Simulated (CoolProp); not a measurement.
Vapour-liquid equilibrium of propane (1) + toluene (2) at 70.05 °C; x and y are mole fractions of (1).

Computed with CoolProp (multi-fluid Helmholtz-energy mixture model, Lemmon 2009 and Lemmon 2006; pair parameters Bell 2016).

Question: Give the bubble pressure and the first vapour's composition at x = 0.05, 0.65, 0.8. Is there an azeotrope?

Answer: x = 0.05: 201.7 kPa, y = 0.863; x = 0.65: 1723 kPa, y = 0.985; x = 0.8: 2012 kPa, y = 0.989. No azeotrope shows between x = 0.05 and 0.95.

The pair parameters rest on a limited set of measurements; away from them the model extrapolates. The gap from Raoult's law changes sign with composition, which may be real or a fault of the pair parameters; it wasn't checked against measurements.
